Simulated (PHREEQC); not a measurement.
Consider water at 20 °C with 0.016 mol HF and 0.019 mol NH4F per kg of water. Closed to the air; pH follows from the charge balance.

All values are PHREEQC results (ion-association model, phreeqc.dat), not measurements.

| quantity | before | after |
|---|---|---|
| pH | 3.19 | 3.16 |
| F- (mol/kgw) | 0.0187 | 0.0188 |
| HF (mol/kgw) | 0.0143 | 0.0143 |
| HF2- (mol/kgw) | 0.000986 | 0.000943 |
| NH3 (mol/kgw) | 1.01e-8 | 6.44e-9 |

**Question.** Name the change that produced these shifts.
(A) temperature from 20 to 25 °C
(B) temperature from 20 to 15 °C
(C) NH4F replaced by (NH4)2CO3 at the same molality
(D) 0.036 mol/kgw LiOH added

**Answer.** B, temperature from 20 to 15 °C

Precipitation was switched off in this run.
